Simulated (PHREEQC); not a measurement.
0.065 g of hydrous ferric oxide (600 m²/g; 0.2 weak and 0.005 strong sites per Fe, Dzombak-Morel constants, diffuse double layer) in 1 kg of water with 0.3 mol/kgw of an inert sodium salt, at 25 °C; the pH is set by adding NaOH or the inert anion's acid. Oxygen alone is held at its pressure in air (log pO2 = -0.68). The system is closed to CO2. Precipitation was switched off in this run.

Equilibrium calculation in PHREEQC: ion-association model, wateq4f.dat.

```
pH     surface charge σ (C/m²)  surface potential ψ (mV)
-----  -----------------------  ------------------------
3                        0.368                       126
3.67                     0.359                       124
4.33                     0.331                       120
5                        0.269                       110
5.67                     0.191                       [?]
6.33                       [?]                        71
7                        0.066                        46
7.67                     0.024                       [?]
8.33                       [?]                        -9
9                          [?]                       [?]
9.67                    -0.101                       -64
10.33                   -0.166                       [?]
11                      -0.244                      -105
```

**Question.** Fill in the missing entries.

**Answer.** 
- 5.67, surface potential ψ (mV): 93
- 6.33, surface charge σ (C/m²): 0.121
- 7.67, surface potential ψ (mV): 19
- 8.33, surface charge σ (C/m²): -0.012
- 9, surface charge σ (C/m²): -0.051
- 9, surface potential ψ (mV): -38
- 10.33, surface potential ψ (mV): -86

Species that the database lacks are ignored. The oxide is taken as insoluble; below pH 4 it would dissolve.
